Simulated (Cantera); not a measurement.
**Thermodynamics of silicon epitaxy and polysilicon growth, feed SiCl₄ + H₂**

A closed system holds: 1 mol SiCl₄, 170 mol H₂, held at 625 °C and 13.0 mbar.

Method: chemical equilibrium by Gibbs-energy minimisation in Cantera with the NASA 1993 tables (ideal gas, pure condensed phases). Candidate condensed phases: Si; 19 gas species. The tables' values for SiCl₃ are old estimates; treat these amounts as uncertain. Rates play no part.

The x(H₂) is 0.989 and the x(HCl) is 0.00572. The x(SiCl₄) is 0.00317. The x(SiHCl₃) comes out as 0.00152, the x(SiH₂Cl₂) is 6.94e-5 and the x(SiCl₃) is 5.42e-5. The x(SiCl₂) is 4.48e-5. The n(Si(s)) comes out as 0.168 mol and the gas amount is 171.2 mol.
